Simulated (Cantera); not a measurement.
A closed system holds: 1 mol Si, 9.6 mol HCl, 6.9 mol N₂, at 10.0 mbar.

Cantera equilibrium calculation (NASA polynomials, part measured and part estimated; ideal gas, pure solids and liquids). Candidate condensed phases: NH₄Cl, Si, Si₃N₄; 28 gas species. Equilibrium is a limit: real reactors are often held back by kinetics, nucleation or transport.

Task: At 775 K, list the 5 most abundant gas species with their mole fractions, and the condensed phases.

Result: N₂ 0.445, HCl 0.361, H₂ 0.129, SiCl₄ 0.0645, SiHCl₃ 1.49e-5. Condensed: gas only.
